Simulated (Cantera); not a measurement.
An adiabatic, constant-volume homogeneous reactor starts with 9.14 % CH₄, 1.28 % C₂H₆, 9.51 % O₂, 80.1 % N₂, equivalence ratio 2.4, at 1298 K and 3.10 bar.

Cantera simulation using GRI-Mech 3.0 (53 species, 325 reactions); the numbers are that mechanism's predictions, not measurements.

x: mole fraction; the columns are a selection and need not sum to one.

| t (s) | T (K) | P (bar) | x CH₄ | x C₂H₆ | x O₂ | x CH₃ | x C₂H | x H₂O₂ |
|---|---|---|---|---|---|---|---|---|
| 9.00e-6 | 1298 | 3.10 | 0.0914 | 0.0128 | 0.0951 | ___ | <1e-12 | 2.45e-9 |
| 2.45e-5 | 1298 | 3.10 | 0.0914 | 0.0128 | 0.0951 | ___ | <1e-12 | 3.38e-8 |
| 6.66e-5 | 1298 | 3.10 | 0.0914 | 0.0128 | 0.0950 | ___ | <1e-12 | 3.83e-7 |
| 0.000181 | 1298 | 3.10 | 0.0913 | 0.0126 | 0.0949 | ___ | <1e-12 | 2.11e-6 |
| 0.000493 | 1302 | 3.11 | 0.0904 | 0.0120 | 0.0941 | ___ | <1e-12 | 4.92e-6 |
| 0.00134 | 1380 | 3.33 | 0.0790 | 0.00693 | 0.0827 | ___ | 5.86e-11 | 2.34e-5 |
| 0.00365 | 2069 | 5.51 | 0.00233 | 6.35e-7 | 1.34e-8 | ___ | 6.79e-7 | 5.89e-11 |
| 0.00993 | 2058 | 5.56 | 0.00118 | 1.31e-7 | 7.38e-9 | ___ | 1.54e-7 | 3.00e-11 |
| 0.0270 | 2051 | 5.58 | 0.000190 | 3.10e-9 | 5.35e-9 | ___ | 6.79e-9 | 2.13e-11 |
| 0.0735 | 2050 | 5.58 | 1.17e-7 | <1e-12 | 5.20e-9 | ___ | <1e-12 | 2.08e-11 |
| 0.200 | 2050 | 5.58 | 4.61e-9 | <1e-12 | 5.20e-9 | 2.34e-10 | <1e-12 | 2.08e-11 |

Some entries are withheld; supply them.


- 9.00e-6, x CH₃: 4.05e-6
- 2.45e-5, x CH₃: 1.04e-5
- 6.66e-5, x CH₃: 2.40e-5
- 0.000181, x CH₃: 4.82e-5
- 0.000493, x CH₃: 6.75e-5
- 0.00134, x CH₃: 0.000228
- 0.00365, x CH₃: 0.000154
- 0.00993, x CH₃: 6.61e-5
- 0.0270, x CH₃: 9.73e-6
- 0.0735, x CH₃: 5.93e-9
